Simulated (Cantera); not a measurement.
Input: 1 mol B2O3, 0.4 mol H2O, 6.6 mol H2, at 925 K and 120 Pa.

Cantera equilibrium calculation (NASA polynomials, part measured and part estimated; ideal gas, pure solids and liquids). Candidate condensed phases: B, B2O3, B3O3H3, H2O; 23 gas species. Rates play no part.

Base state: H2 0.943, H2O 0.0571, HBO2 3.28e-5, (HBO2)3 1.97e-5 (mole fractions); condensed: B2O3(l).

Question: What changes in the equilibrium state with this change: 0.66 mol HF added?

Answer: 
| species | before | after |
|---|---|---|
| H2 | 0.943 | 0.866 |
| H2O | 0.0571 | 0.0670 |
| HF | 0 | 0.0574 |
| BF3 | 0 | 0.00884 |
| B3O3F3 | 0 | 0.000824 |
| BOF | 0 | 0.000141 |
| (HBO2)3 | 1.97e-5 | 2.50e-5 |
| B2O3(l), mol | 1.000 | 0.956 |
